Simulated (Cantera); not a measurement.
A Cantera script and its output.

```python
import numpy as np
import cantera as ct

gas = ct.Solution("h2o2.yaml")
gas.TPX = 1275, 2666, {'H2': 0.015, 'O2': 1, 'N2': 0.13}
inlet = ct.Reservoir(gas, clone=True)

reactor = ct.IdealGasConstPressureReactor(gas, energy="off", clone=False)
exhaust = ct.Reservoir(gas, clone=True)
tau = [28, 9.5, 3.3, 1.1, 0.38, 0.13, 0.044, 0.015, 0.0051][0]
for a, b in ((inlet, reactor), (reactor, exhaust)):
    ct.MassFlowController(a, b, mdot=lambda t: reactor.mass / tau)
net = ct.ReactorNet([reactor])
show = ['H2', 'O2', 'HO2', 'O', 'H2O', 'OH', 'H']

rows = []
print(f"{'tau/s':>10s}{'T/K':>9s}" + "".join(f"{s:>11s}" for s in show))
for tau in [28, 9.5, 3.3, 1.1, 0.38, 0.13, 0.044, 0.015, 0.0051]:
    net.initial_time = 0.0
    net.advance(30 * tau)
    before = gas.X
    net.advance(40 * tau)
    drift = np.max(np.abs(gas.X - before) / (gas.X + 1e-9))
    rows.append([gas.T, *gas[show].X, drift])
    print(f"{tau:10.3e}{gas.T:9.1f}" + "".join(f"{x:11.3e}" for x in gas[show].X))
```

It prints:

```
     tau/s      T/K         H2         O2        HO2          O        H2O         OH          H
 2.800e+01   1275.0  4.612e-06  8.723e-01  1.389e-07  1.506e-04  1.310e-02  1.533e-04  1.129e-06
 9.500e+00   1275.0  8.867e-06  8.721e-01  2.321e-07  3.070e-04  1.306e-02  2.190e-04  3.290e-06
 3.300e+00   1275.0  1.656e-05  8.718e-01  3.685e-07  6.095e-04  1.301e-02  3.094e-04  9.232e-06
 1.100e+00   1275.0  3.124e-05  8.712e-01  5.681e-07  1.216e-03  1.291e-02  4.396e-04  2.619e-05
 3.800e-01   1275.0  5.725e-05  8.701e-01  8.204e-07  2.275e-03  1.277e-02  6.082e-04  6.794e-05
 1.300e-01   1275.0  1.059e-04  8.684e-01  1.121e-06  3.972e-03  1.256e-02  8.220e-04  1.609e-04
 4.400e-02   1275.0  2.028e-04  8.662e-01  1.440e-06  6.135e-03  1.223e-02  1.074e-03  3.269e-04
 1.500e-02   1275.0  4.163e-04  8.643e-01  1.752e-06  7.951e-03  1.175e-02  1.360e-03  5.438e-04
 5.100e-03   1275.0  9.386e-04  8.634e-01  2.072e-06  8.615e-03  1.093e-02  1.721e-03  7.660e-04
```

Cantera simulation using the H2/O2 subset of GRI-Mech 3.0, which has no nitrogen chemistry; the numbers are that mechanism's predictions, not measurements. Radical loss at walls, strong at low pressure, is not modelled.
